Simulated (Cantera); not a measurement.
**Ignition delay**

Mixture: CH4 : O2 : N2 : H2O = 1 : 1.25 : 5.5 : 0.28 (molar parts), at 0.530 bar, adiabatic and at constant pressure. Ignition delay is the time to a rise of 400 K.

Model: GRI-Mech 3.0 (53 species, 325 reactions), integrated in Cantera.

```csv
T0 (K),delay (ms)
1248,64.9
1348,17.0
1448,5.04
1548,1.73
1648,0.701
1748,0.329
1848,0.173
```

```json
{
 "apparent activation energy between 1648 and 1848 K": "180 kJ/mol"
}
```
